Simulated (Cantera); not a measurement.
A Cantera script and what it prints.

```python
import numpy as np
import cantera as ct

gas_names = """
    CL CLO CL2 N NO NO2 NO3 N2 N2O O O2 O3 Si SiCL SiCL2 SiCL3 SiCL4 SiN SiO SiO2 Si2 Si2N Si3
""".split()
cond_names = """
    Si(cr) Si(L) SiO2(Lqz) SiO2(hqz) SiO2(L) Si2N2O(s) Si3N4(a)
""".split()


# ... load() reads the species with a 1 bar reference pressure and builds the phases ...
atoms = {
    'SiCl4': {'Si': 1, 'CL': 4},
    'O3': {'O': 3},
    'N2': {'N': 2},
}
top_T = {'Si2N2O(s)': 2100, 'Si3N4(a)': 2400}  # K; cautious upper limits of use, not melting points


# ... equilibrate(T, P, feed) seeds the gas with the atoms and calls Mixture.equilibrate('TP', solver="vcs", rtol=1e-11, max_steps=5000) ...
results = []
T = 1250  # K
P = 600  # Pa
for m in [0.26, 0.81, 1.4, 1.9, 2.5, 3, 3.6, 4.1, 4.7, 5.2, 5.8, 6.3, 6.9]:
    feed = {'SiCl4': 1, 'O3': m, 'N2': 59}  # mol
    mix = equilibrate(T, P, feed)
    results.append((T, P, feed, dict(zip(mix.species_names, mix.species_moles))))

top = {s: max(r[3][s] / sum(r[3][g] for g in gas_names) for r in results) for s in gas_names}
cols = sorted((s for s in top if top[s] > 1e-06), key=lambda s: -top[s])[:7]
seen = [c for c in cond_names if any(r[3].get(c, 0) > 1e-12 for r in results)]
print("log10 of partial pressures in bar; condensed amounts in mol")
print(f"{'n(O3)':>10s}" + "".join(f"{s[:9]:>10s}" for s in cols + seen))
for T, P, feed, n in results:
    ng = sum(n[g] for g in gas_names)
    print(f"{feed['O3']:10.4g}" + "".join(f"{np.log10(max(n[s] / ng * P / 1e5, 1e-99)):10.3f}" for s in cols)
          + "".join(f"{n.get(c, 0):10.4g}" for c in seen))
```

Result:

```
log10 of partial pressures in bar; condensed amounts in mol
     n(O3)        N2        O2       CL2        CL     SiCL4        NO       CLO SiO2(hqz)
      0.26    -2.234   -12.238    -4.304    -4.260    -4.220   -10.395   -11.824      0.39
      0.81    -2.241    -4.682    -3.832    -4.024   -10.831    -6.621    -7.810         1
       1.4    -2.248    -3.978    -3.839    -4.027   -11.550    -6.272    -7.462         1
       1.9    -2.253    -3.757    -3.845    -4.030   -11.783    -6.164    -7.354         1
       2.5    -2.259    -3.591    -3.852    -4.034   -11.963    -6.084    -7.275         1
         3    -2.264    -3.491    -3.858    -4.037   -12.074    -6.036    -7.228         1
       3.6    -2.270    -3.398    -3.865    -4.040   -12.181    -5.993    -7.185         1
       4.1    -2.275    -3.334    -3.871    -4.043   -12.256    -5.963    -7.156         1
       4.7    -2.281    -3.270    -3.877    -4.046   -12.334    -5.934    -7.127         1
       5.2    -2.286    -3.224    -3.883    -4.049   -12.391    -5.914    -7.107         1
       5.8    -2.291    -3.176    -3.889    -4.052   -12.452    -5.892    -7.086         1
       6.3    -2.296    -3.140    -3.895    -4.055   -12.498    -5.877    -7.071         1
       6.9    -2.301    -3.102    -3.901    -4.058   -12.550    -5.861    -7.055         1
```

Equilibrium computed with Cantera from the NASA thermochemical tables; the gas is ideal and each condensed phase is pure. The tables hold silica as quartz up to 1696 K and as liquid above; real silica turns to tridymite and cristobalite and melts near 1996 K.
